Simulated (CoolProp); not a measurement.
Vapour-liquid equilibrium of n-pentane (1) + toluene (2) at 3.43 bar; x and y are mole fractions of (1).

Model: multi-fluid Helmholtz-energy mixture model, Thol 2019 and Lemmon 2006; pair parameters Bell 2016, in CoolProp.

### Question
Give the bubble temperature and the first vapour's composition at x = 0.05, 0.125, 0.725. Is there an azeotrope?

### Answer
x = 0.05: 421.5 K, y = 0.246; x = 0.125: 407.5 K, y = 0.486; x = 0.725: 360.8 K, y = 0.941. No azeotrope shows between x = 0.05 and 0.95.

Pair parameters are fitted to limited data, so mixtures are less certain than the pure fluids.
